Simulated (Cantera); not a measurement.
An adiabatic, constant-pressure homogeneous reactor starts with CH₄ : O₂ : N₂ = 1 : 3.08 : 11.6 (molar parts), equivalence ratio 0.65, at 1650 K and 1.00 bar. Integrator tolerance rtol = 1e-08.

Cantera simulation using GRI-Mech 3.0 (53 species, 325 reactions); the numbers are that mechanism's predictions, not measurements.

Task: What does this change do: pressure from 1.00 bar to 15.0 bar?

Result: 
```tsv
quantity	before	after
time of steepest temperature rise	0.291 ms	32.6 µs
temperature at 0.200 s	2633 K	2754 K
equilibrium temperature	2633 K	2754 K
x(CH₄) at 0.200 s	<1e-12 (gas-phase equilibrium <1e-12)	<1e-12 (gas-phase equilibrium <1e-12)
x(O₂) at 0.200 s	0.0627 (gas-phase equilibrium 0.0627)	0.0599 (gas-phase equilibrium 0.0599)
x(H₂) at 0.200 s	0.00487 (gas-phase equilibrium 0.00487)	0.00227 (gas-phase equilibrium 0.00227)
x(CH₂CO) at 0.200 s	<1e-12 (gas-phase equilibrium <1e-12)	<1e-12 (gas-phase equilibrium <1e-12)
x(OH) at 0.200 s	0.0167 (gas-phase equilibrium 0.0167)	0.0120 (gas-phase equilibrium 0.0120)
```
The pressure lies above the range GRI-Mech 3.0 was tuned for (to about 10 atm).

Task: What does this change do: constant volume in place of constant pressure?

Result: 
```json
[
 {"quantity": "time of steepest temperature rise", "before": "0.291 ms", "after": "0.280 ms"},
 {"quantity": "temperature at 0.200 s", "before": "2633 K", "after": "2778 K"},
 {"quantity": "equilibrium temperature", "before": "2633 K", "after": "2778 K"},
 {"quantity": "x(CH₄) at 0.200 s", "before": "<1e-12 (gas-phase equilibrium <1e-12)", "after": "<1e-12 (gas-phase equilibrium <1e-12)"},
 {"quantity": "x(O₂) at 0.200 s", "before": "0.0627 (gas-phase equilibrium 0.0627)", "after": "0.0616 (gas-phase equilibrium 0.0616)"},
 {"quantity": "x(H₂) at 0.200 s", "before": "0.00487 (gas-phase equilibrium 0.00487)", "after": "0.00648 (gas-phase equilibrium 0.00648)"},
 {"quantity": "x(CH₂CO) at 0.200 s", "before": "<1e-12 (gas-phase equilibrium <1e-12)", "after": "<1e-12 (gas-phase equilibrium <1e-12)"},
 {"quantity": "x(OH) at 0.200 s", "before": "0.0167 (gas-phase equilibrium 0.0167)", "after": "0.0208 (gas-phase equilibrium 0.0208)"}
]
```
